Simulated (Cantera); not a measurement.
Input (Python, Cantera):

```python
import numpy as np
import cantera as ct

gas = ct.Solution("gri30.yaml")
gas.TPX = 300, 100000, {'CH4': 1, 'C2H6': 1.5, 'O2': 11.7, 'N2': 44, 'H2O': 1.8}
inlet = ct.Reservoir(gas, clone=True)
gas.equilibrate("HP")  # start burning
reactor = ct.IdealGasConstPressureReactor(gas, energy="on", clone=False)
exhaust = ct.Reservoir(gas, clone=True)
tau = [0.022, 0.013, 0.0073, 0.0042, 0.0024, 0.0014, 0.0008, 0.00046, 0.00026, 0.00015, 8.7e-05, 5e-05, 2.9e-05][0]
for a, b in ((inlet, reactor), (reactor, exhaust)):
    ct.MassFlowController(a, b, mdot=lambda t: reactor.mass / tau)
net = ct.ReactorNet([reactor])
show = ['CH4', 'C2H6', 'O2', 'C2H', 'HO2', 'NO2', 'NO']

rows = []
print(f"{'tau/s':>10s}{'T/K':>9s}" + "".join(f"{s:>11s}" for s in show))
for tau in [0.022, 0.013, 0.0073, 0.0042, 0.0024, 0.0014, 0.0008, 0.00046, 0.00026, 0.00015, 8.7e-05, 5e-05, 2.9e-05]:
    net.initial_time = 0.0
    net.advance(30 * tau)
    before = gas.X
    net.advance(40 * tau)
    drift = np.max(np.abs(gas.X - before) / (gas.X + 1e-9))
    rows.append([gas.T, *gas[show].X, drift])
    print(f"{tau:10.3e}{gas.T:9.1f}" + "".join(f"{x:11.3e}" for x in gas[show].X))
```

It prints:

```
     tau/s      T/K        CH4       C2H6         O2        C2H        HO2        NO2         NO
 2.200e-02   1664.1  1.043e-05  3.983e-06  7.339e-02  2.441e-09  5.332e-06  1.258e-08  6.089e-06
 1.300e-02   1657.7  1.481e-05  5.664e-06  7.356e-02  2.997e-09  7.178e-06  1.025e-08  5.437e-06
 7.300e-03   1648.2  2.205e-05  8.393e-06  7.386e-02  3.590e-09  9.848e-06  8.137e-09  4.819e-06
 4.200e-03   1635.8  3.287e-05  1.239e-05  7.431e-02  4.069e-09  1.321e-05  6.603e-09  4.348e-06
 2.400e-03   1618.6  5.060e-05  1.877e-05  7.503e-02  4.391e-09  1.768e-05  5.428e-09  3.946e-06
 1.400e-03   1596.0  7.991e-05  2.902e-05  7.614e-02  4.498e-09  2.348e-05  4.502e-09  3.520e-06
 8.000e-04   1562.3  1.390e-04  4.895e-05  7.809e-02  4.390e-09  3.232e-05  3.592e-09  2.872e-06
 4.600e-04   1506.1  2.999e-04  1.007e-04  8.210e-02  4.065e-09  4.971e-05  2.566e-09  1.751e-06
 2.600e-04    300.0  1.667e-02  2.500e-02  1.950e-01 -1.881e-54 -6.810e-19 -6.698e-21 -6.990e-22
 1.500e-04    300.0  1.667e-02  2.500e-02  1.950e-01  1.539e-60 -1.311e-21 -1.289e-23 -1.345e-24
 8.700e-05    300.0  1.667e-02  2.500e-02  1.950e-01 -4.246e-63 -8.281e-23 -8.144e-25 -8.499e-26
 5.000e-05    300.0  1.667e-02  2.500e-02  1.950e-01  1.716e-65 -5.231e-24 -5.144e-26 -5.368e-27
 2.900e-05    300.0  1.667e-02  2.500e-02  1.950e-01  8.460e-66 -3.304e-25 -3.249e-27 -3.391e-28
```

Cantera simulation using GRI-Mech 3.0 (53 species, 325 reactions); the numbers are that mechanism's predictions, not measurements.
